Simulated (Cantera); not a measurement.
## Adiabatic ignition

An adiabatic, constant-pressure homogeneous reactor starts with 6.86 % CH4, 8.23 % H2, 17.8 % O2, 67.1 % N2, equivalence ratio 1.0, at 1025 K and 150 Torr.

Computed with Cantera and GRI-Mech 3.0 (53 species, 325 reactions).

| t (s) | T (K) | x CH4 | x H2 | x O2 | x CO2 | x C2H2 | x CH2O |
|---|---|---|---|---|---|---|---|
| 2.00e-6 | 1025 | 0.0686 | 0.0823 | 0.178 | <1e-12 | <1e-12 | <1e-12 |
| 5.97e-6 | 1025 | 0.0686 | 0.0823 | 0.178 | <1e-12 | <1e-12 | <1e-12 |
| 1.78e-5 | 1025 | 0.0686 | 0.0823 | 0.178 | <1e-12 | <1e-12 | <1e-12 |
| 5.33e-5 | 1025 | 0.0686 | 0.0823 | 0.178 | <1e-12 | <1e-12 | <1e-12 |
| 0.000159 | 1025 | 0.0686 | 0.0823 | 0.178 | <1e-12 | <1e-12 | 5.21e-12 |
| 0.000476 | 1025 | 0.0686 | 0.0823 | 0.178 | <1e-12 | <1e-12 | 8.12e-11 |
| 0.00142 | 1025 | 0.0686 | 0.0823 | 0.178 | <1e-12 | <1e-12 | 3.32e-9 |
| 0.00424 | 1027 | 0.0682 | 0.0821 | 0.178 | 9.68e-7 | 2.10e-10 | 5.18e-5 |
| 0.0127 | 1305 | 0.0431 | 0.0776 | 0.147 | 0.000510 | 2.33e-5 | 0.00182 |
| 0.0379 | 2497 | <1e-12 | 0.0192 | 0.0171 | 0.0425 | <1e-12 | 4.07e-11 |
| 0.113 | 2493 | <1e-12 | 0.0193 | 0.0162 | 0.0424 | <1e-12 | 4.13e-11 |
| 0.338 | 2493 | <1e-12 | 0.0194 | 0.0161 | 0.0424 | <1e-12 | 4.13e-11 |
| 1.01 | 2493 | <1e-12 | 0.0194 | 0.0161 | 0.0424 | <1e-12 | 4.13e-11 |
| 3.01 | 2493 | <1e-12 | 0.0194 | 0.0161 | 0.0424 | <1e-12 | 4.13e-11 |
| 9.00 | 2493 | <1e-12 | 0.0194 | 0.0161 | 0.0424 | <1e-12 | 4.13e-11 |
x: mole fraction; the columns are a selection and need not sum to one.

The time of steepest temperature rise comes out as 13.0 ms and the temperature at 9.00 s is 2493 K. The equilibrium temperature is 2493 K and the x(CH4) at 9.00 s is <1e-12 (gas-phase equilibrium <1e-12). The x(H2) at 9.00 s is 0.0194 (gas-phase equilibrium 0.0194). The x(O2) at 9.00 s is 0.0161 (gas-phase equilibrium 0.0161).
